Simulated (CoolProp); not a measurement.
Vapour-liquid equilibrium of m-xylene (1) + n-undecane (2) at 500.9 K; x and y are mole fractions of (1).

Computed with CoolProp (multi-fluid Helmholtz-energy mixture model, Zhou 2012 and Aleksandrov 2011; pair parameters Bell 2016).

Q: Give the bubble pressure and the first vapour's composition at x = 0.05, 0.5, 0.8. Is there an azeotrope?

A: x = 0.05: 229.1 kPa, y = 0.123; x = 0.5: 424.3 kPa, y = 0.728; x = 0.8: 574.4 kPa, y = 0.917. No azeotrope shows between x = 0.05 and 0.95.

The pair parameters rest on a limited set of measurements; away from them the model extrapolates.
